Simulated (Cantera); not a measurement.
**Mg(OH)2 + H2O (calcination and drying)**

Input: 1 mol Mg(OH)2, 7.5 mol H2O, equilibrated at 5.70 mbar.

Cantera equilibrium calculation (NASA polynomials, part measured and part estimated; ideal gas, pure solids and liquids). Candidate condensed phases: H2O, Mg, MgO, Mg(OH)2; 15 gas species. Kinetics and transport are ignored.

From 1027 °C to 1702 °C the condensed part is MgO(s).

| T (°C) | log p H2O | log p H2 | log p O2 | log p OH | log p H | n MgO(s) |
|---|---|---|---|---|---|---|
| 1027 | -2.24 | -6.10 | -6.42 | -7.04 | -9.00 | 1.00 |
| 1102 | -2.24 | -5.73 | -6.06 | -6.59 | -8.33 | 1.00 |
| 1177 | -2.24 | -5.40 | -5.74 | -6.19 | -7.72 | 1.000 |
| 1252 | -2.25 | -5.10 | -5.45 | -5.83 | -7.18 | 1.000 |
| 1327 | -2.25 | -4.83 | -5.18 | -5.50 | -6.68 | 1.000 |
| 1402 | -2.25 | -4.59 | -4.94 | -5.20 | -6.23 | 1.000 |
| 1477 | -2.25 | -4.36 | -4.72 | -4.93 | -5.82 | 1.000 |
| 1552 | -2.25 | -4.16 | -4.52 | -4.69 | -5.44 | 1.000 |
| 1627 | -2.26 | -3.97 | -4.34 | -4.46 | -5.09 | 1.000 |
| 1702 | -2.27 | -3.80 | -4.17 | -4.25 | -4.77 | 0.999 |
log p: log10 of the partial pressure in bar; n: condensed amount in mol.
